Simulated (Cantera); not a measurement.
Input: 1 mol SiCl4, 95 mol N2, 28 mol H2, held at 1602 °C and 22.0 Pa.

Method: chemical equilibrium by Gibbs-energy minimisation in Cantera with the NASA 1993 tables (ideal gas, pure condensed phases). Candidate condensed phases: NH4Cl, Si, Si3N4; 28 gas species. The tables' values for SiCl, SiN are old estimates; treat these amounts as uncertain. Kinetics and transport are ignored.

Base state: N2 0.747, H2 0.197, HCl 0.0263, H 0.0196, Si 0.00604, Cl 0.00198, SiCl2 0.00144, SiCl 0.000299 (mole fractions); condensed: gas only.

Problem. What changes in the equilibrium state with this change: temperature from 1602 °C to 1000 °C?

Solution. 
| species | before | after |
|---|---|---|
| N2 | 0.747 | 0.759 |
| H2 | 0.197 | 0.209 |
| HCl | 0.0263 | 0.0318 |
| H | 0.0196 | 2.20e-5 |
| SiCl2 | 0.00144 | 0.000160 |
| Si | 0.00604 | 1.05e-9 |
| SiCl | 0.000299 | 7.67e-9 |
| SiH | 3.68e-5 | <1e-9 |
| SiN | 2.77e-5 | <1e-9 |
| Cl | 0.00198 | 2.84e-6 |
| Si3N4(s), mol | 0 | 0.327 |
N2 is the only nitrogen source here; it is nearly inert below about 1500 K, so the nitride shown seldom forms there in practice.
